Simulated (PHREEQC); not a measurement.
## Alkaline etch or developer (model solution)

Dissolve 1.3 mmol/kgw TMAH and 0.22 mmol/kgw Na2CO3 at 20 °C. Closed to the air; pH follows from the charge balance.

Model: ion-association model, phreeqc.dat, run in PHREEQC.

```yaml
pH: 11.27
ionic_strength: 0.00194 mol/kgw
total_alkalinity: 1.74 meq/kg
```

| species | molality | activity | log γ |
|---|---|---|---|
| OH- | 0.00132 | 0.00126 | -0.021 |
| (CH3)4N+ | 0.00130 | 0.00124 | -0.021 |
| Na+ | 0.000439 | 0.000418 | -0.021 |
| CO3-2 | 0.000197 | 0.000163 | -0.083 |
| HCO3- | 2.20e-5 | 2.10e-5 | -0.021 |
| NaCO3- | 1.03e-6 | 9.82e-7 | -0.021 |
| NaHCO3 | 5.09e-9 | 5.09e-9 | 0.000 |

This is a speciation only: nothing precipitates in the calculation. (CH3)4N+ isn't in the database: it is added as a free cation with an ion size of 4 Å.
